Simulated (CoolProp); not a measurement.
A single-stage vapour-compression cycle with the fluid: evaporating at 273.15 K (dew point), condensing at 312.15 K (bubble point), superheat 10 K, subcooling 2 K, compressor efficiency 0.8, no pressure losses. The same conditions are run with several fluids, on thermodynamics alone (safety and materials aside).

Computed with CoolProp (reference Helmholtz-energy equation of state of each fluid (R1132(E): Akasaka 2024; chloromethane (R40): Thol 2014; R507A: Lemmon 2003; cis-2-butene: Lemmon 2005; c-C4F8 (RC318): Platzer 1990; n-butane: Bücker 2006)). The equations of Platzer and Polt are older, rougher fits. Blends and air are pseudo-pure fits.

```csv
fluid,cooling COP,pressure ratio,discharge temperature (K),refrigerating effect (kJ/kg),volumetric capacity (kJ/m³)
R1132(E),4.37,2.87,343.8,193,4900
chloromethane (R40),4.81,3.28,374.6,352,2070
R507A,4.24,2.92,329.9,117,3540
cis-2-butene,4.95,3.74,335.3,350,756
c-C4F8 (RC318),4.45,3.71,312.2,81.5,936
n-butane,4.87,3.57,325.3,313,827
```

The compression ends wet for: c-C4F8 (RC318).
